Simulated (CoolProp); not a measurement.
Vapour-liquid equilibrium of R134a (1) + R236FA (2) at 0.0226 MPa; x and y are mole fractions of (1).

Model: multi-fluid Helmholtz-energy mixture model, Tillner-Roth 1994 and Pan 2012; pair parameters Bell 2016, in CoolProp.

Task: Give the bubble temperature and the first vapour's composition at x = 0.05, 0.65, 0.85. Is there an azeotrope?

Result: x = 0.05: -34.5 °C, y = 0.147; x = 0.65: -49.3 °C, y = 0.873; x = 0.85: -52.4 °C, y = 0.956. No azeotrope shows between x = 0.05 and 0.95.

The pair parameters rest on a limited set of measurements; away from them the model extrapolates.
